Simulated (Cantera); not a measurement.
Charge: 1 mol trisilylamine, 2.2 mol N2, at 1550 °C.

Cantera equilibrium calculation (NASA polynomials, part measured and part estimated; ideal gas, pure solids and liquids). Candidate condensed phases: Si, Si3N4; 18 gas species. The feed counts by its element totals alone. Mutual solubility and eutectic melting of coexisting phases are not modelled. Gases not in the tables: Si2H6 and higher silanes. The numbers say what is thermodynamically allowed, not how fast it happens.

Task: What share of the Si ends up in condensed phases as a function of P (Pa), at 5, 21, 85, 350, 1400, 5900, 24000, 100000?

Result: 
```tsv
P (Pa)	Si condensed (%)	as
5	75.4	Si(l)
21	94.5	Si(l)
85	98.6	Si(l)
350	99.7	Si(l)
1400	99.9	Si(l)
5900	100.0	Si(l) + Si3N4(s)
24000	100.0	Si3N4(s)
100000	100.0	Si3N4(s)
```
